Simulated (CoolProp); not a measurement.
A Linde-Hampson liquefier for carbon monoxide: isothermal reversible compression at 250 K from 1 atm to 20 MPa, throttling to 1 atm, return gas leaving the recuperator 10 K below the feed. Each further row changes one setting.

Computed with CoolProp (reference Helmholtz-energy equation of state, Lemmon 2006). It is a short technical equation, of lower accuracy than the large ones.

```
case                        liquid yield per pass  compression work (kJ/kg of gas)
--------------------------  ---------------------  -------------------------------
as stated                                   0.120                              384
high pressure 40 MPa                        0.149                              440
warm-end temperature 280 K                  0.081                              436
warm-end gap 15 K                           0.108                              384
```
